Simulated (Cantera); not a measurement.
A perfectly stirred reactor is fed with H2 : O2 = 0.16 : 1 (molar parts), at 10.00 Torr; it is held at 1098 K, and followed from long to short residence time.

Detailed kinetics in Cantera: the H2/O2 subset of GRI-Mech 3.0, which has no nitrogen chemistry. Radical loss at walls, strong at low pressure, is not modelled. The temperature is held fixed by assumption; the heat of reaction is taken as removed at once.

Question: Predict: x(H2) at τ = 1.90 s; x(O2) at τ = 1.90 s; x(H2O2) at τ = 1.90 s; x(H2O) at τ = 1.90 s; x(HO2) at τ = 1.90 s; x(H2) at τ = 77.0 ms; x(O2) at τ = 77.0 ms; x(H2O2) at τ = 77.0 ms; x(H2O) at τ = 77.0 ms; x(HO2) at τ = 77.0 ms.

Answer: 
```json
{
 "x(H2) at τ = 1.90 s": "0.000393",
 "x(O2) at τ = 1.90 s": "0.850",
 "x(H2O2) at τ = 1.90 s": "2.37e-7",
 "x(H2O) at τ = 1.90 s": "0.147",
 "x(HO2) at τ = 1.90 s": "4.05e-6",
 "x(H2) at τ = 77.0 ms": "0.00267",
 "x(O2) at τ = 77.0 ms": "0.840",
 "x(H2O2) at τ = 77.0 ms": "3.34e-7",
 "x(H2O) at τ = 77.0 ms": "0.140",
 "x(HO2) at τ = 77.0 ms": "8.51e-6"
}
```
